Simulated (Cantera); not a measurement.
What does this Cantera script print?

```python
import numpy as np
import cantera as ct

gas = ct.Solution("gri30.yaml")
gas.TPX = 325, 130000, {'CH4': 1, 'O2': 1.43, 'N2': 5.37}
inlet = ct.Reservoir(gas, clone=True)
gas.equilibrate("HP")  # start burning
reactor = ct.IdealGasConstPressureReactor(gas, energy="on", clone=False)
exhaust = ct.Reservoir(gas, clone=True)
tau = [0.23, 0.092, 0.037, 0.015, 0.0058, 0.0023, 0.00091, 0.00036, 0.00014, 5.7e-05, 2.3e-05][0]
for a, b in ((inlet, reactor), (reactor, exhaust)):
    ct.MassFlowController(a, b, mdot=lambda t: reactor.mass / tau)
net = ct.ReactorNet([reactor])
show = ['CH4', 'O2', 'CH2O', 'CH2', 'C2H2', 'C2H4', 'HO2']

rows = []
print(f"{'tau/s':>10s}{'T/K':>9s}" + "".join(f"{s:>11s}" for s in show))
for tau in [0.23, 0.092, 0.037, 0.015, 0.0058, 0.0023, 0.00091, 0.00036, 0.00014, 5.7e-05, 2.3e-05]:
    net.initial_time = 0.0
    net.advance(30 * tau)
    before = gas.X
    net.advance(40 * tau)
    drift = np.max(np.abs(gas.X - before) / (gas.X + 1e-9))
    rows.append([gas.T, *gas[show].X, drift])
    print(f"{tau:10.3e}{gas.T:9.1f}" + "".join(f"{x:11.3e}" for x in gas[show].X))
```

Output:

```
     tau/s      T/K        CH4         O2       CH2O        CH2       C2H2       C2H4        HO2
 2.300e-01   1997.8  2.649e-04  7.694e-05  1.693e-06  4.186e-07  2.843e-05  3.670e-07  1.438e-08
 9.200e-02   1997.3  4.805e-04  1.702e-04  3.581e-06  9.459e-07  9.135e-05  1.391e-06  3.354e-08
 3.700e-02   1995.8  7.722e-04  3.604e-04  7.121e-06  2.032e-06  2.232e-04  4.337e-06  7.779e-08
 1.500e-02   1992.0  1.100e-03  7.227e-04  1.330e-05  4.125e-06  4.144e-04  1.109e-05  1.787e-07
 5.800e-03   1983.0  1.481e-03  1.448e-03  2.464e-05  8.201e-06  6.406e-04  2.578e-05  4.337e-07
 2.300e-03   1965.5  2.003e-03  2.854e-03  4.460e-05  1.495e-05  8.731e-04  5.606e-05  1.074e-06
 9.100e-04   1926.9  3.144e-03  6.185e-03  8.609e-05  2.449e-05  1.174e-03  1.381e-04  3.086e-06
 3.600e-04    325.0  1.282e-01  1.833e-01 -6.949e-18 -4.283e-34 -8.185e-18 -1.524e-17 -2.277e-19
 1.400e-04    325.0  1.282e-01  1.833e-01 -4.801e-21 -1.032e-36 -5.655e-21 -1.053e-20 -1.573e-22
 5.700e-05    325.0  1.282e-01  1.833e-01 -3.033e-22  3.221e-38 -3.572e-22 -6.651e-22 -9.938e-24
 2.300e-05    325.0  1.282e-01  1.833e-01 -1.916e-23 -5.342e-38 -2.256e-23 -4.201e-23 -6.277e-25
```

Computed with Cantera and GRI-Mech 3.0 (53 species, 325 reactions).
